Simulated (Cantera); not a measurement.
Input (Python, Cantera):

```python
import numpy as np
import cantera as ct

gas = ct.Solution("gri30.yaml")
gas.TPX = 1298, 820, {'H2': 0.22, 'O2': 1}
reactor = ct.IdealGasConstPressureReactor(gas, energy="off", clone=False)
net = ct.ReactorNet([reactor])
net.rtol, net.atol = 1e-08, 1e-18
show = ['H2', 'O2', 'H', 'O', 'H2O', 'H2O2', 'HO2']
times = np.geomspace(2e-06, 3, 12)

steps = ct.SolutionArray(gas, extra=["t"])
rows = []
print(f"{'t/s':>10s}{'T/K':>9s}{'P/Pa':>11s}" + "".join(f"{s:>11s}" for s in show))
for t in times:
    while net.time < t:
        t_next = net.step()
        steps.append(gas.state, t=t_next)
    rows.append([np.interp(t, steps.t, y) for y in (steps.T, steps.P, *steps(*show).X.T)])
    print(f"{t:10.3e}{rows[-1][0]:9.1f}{rows[-1][1]:11.4g}" + "".join(f"{x:11.3e}" for x in rows[-1][2:]))
rate = np.gradient(steps.T, steps.t)
print("integrator steps:", len(steps.t))
if steps.T.max() > steps.T[0] + 200:
    print(f"time of steepest temperature rise: {steps.t[rate.argmax()]:.4e} s")
gas.TPX = 1298, 820, {'H2': 0.22, 'O2': 1}
gas.equilibrate("TP")
print(f"equilibrium (TP): T = {gas.T:.1f} K  " + "  ".join(f"{s} {gas[s].X[0]:.3e}" for s in show))
```

It prints:

```
       t/s      T/K       P/Pa         H2         O2          H          O        H2O       H2O2        HO2
 2.000e-06   1298.0        820  1.803e-01  8.197e-01  9.093e-10  1.667e-11  4.441e-13  1.861e-14  9.255e-10
 7.286e-06   1298.0        820  1.803e-01  8.197e-01  3.182e-09  2.092e-10  1.985e-11  2.452e-13  3.372e-09
 2.654e-05   1298.0        820  1.803e-01  8.197e-01  1.068e-08  2.400e-09  7.989e-10  3.243e-12  1.228e-08
 9.670e-05   1298.0        820  1.803e-01  8.197e-01  4.596e-08  2.597e-08  2.717e-08  4.285e-11  4.473e-08
 3.523e-04   1298.0        820  1.803e-01  8.197e-01  1.217e-06  9.212e-07  1.976e-06  5.600e-10  1.638e-07
 1.283e-03   1298.0        820  9.793e-02  7.702e-01  3.281e-02  2.614e-02  5.914e-02  1.905e-07  2.867e-06
 4.675e-03   1298.0        820  7.739e-03  7.099e-01  5.038e-02  7.710e-02  1.426e-01  1.462e-07  3.945e-06
 1.703e-02   1298.0        820  6.368e-03  7.314e-01  3.479e-02  5.960e-02  1.565e-01  1.620e-07  4.116e-06
 6.205e-02   1298.0        820  2.812e-03  7.739e-01  8.987e-03  2.390e-02  1.827e-01  1.720e-07  3.909e-06
 2.260e-01   1298.0        820  3.425e-04  7.980e-01  3.612e-04  2.803e-03  1.958e-01  9.026e-08  1.700e-06
 8.235e-01   1298.0        820  2.884e-05  8.012e-01  8.816e-06  2.357e-04  1.977e-01  2.564e-08  2.831e-07
 3.000e+00   1298.0        820  3.707e-06  8.016e-01  4.088e-07  3.041e-05  1.980e-01  6.881e-09  5.492e-08
integrator steps: 1481
equilibrium (TP): T = 1298.0 K  H2 2.061e-07  O2 8.018e-01  H 5.407e-09  O 1.698e-06  H2O 1.982e-01  H2O2 8.678e-10  HO2 4.251e-08
```

Detailed kinetics in Cantera: GRI-Mech 3.0 (53 species, 325 reactions). Radical loss at walls, strong at low pressure, is not modelled. The temperature is held fixed by assumption; the heat of reaction is taken as removed at once.
